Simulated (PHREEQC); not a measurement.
A solution holds 0.0045 mol FeSO4 per kg of water, at 65 °C. Closed to the air; pH follows from the charge balance.

Equilibrium calculation in PHREEQC: ion-association model, wateq4f.dat.

Precipitation was switched off in this run.

### Question
What pH, ionic strength does the model give?

### Answer
pH 5.62; ionic strength 0.0127 mol/kgw.

### Question
In which forms is S present?

### Answer
SO4-2 71 %, FeSO4 29 % of the S.

Complexes and solids missing from the database can't appear. At this temperature some constants are extrapolated from 25 °C, and those without enthalpy data are left unchanged.
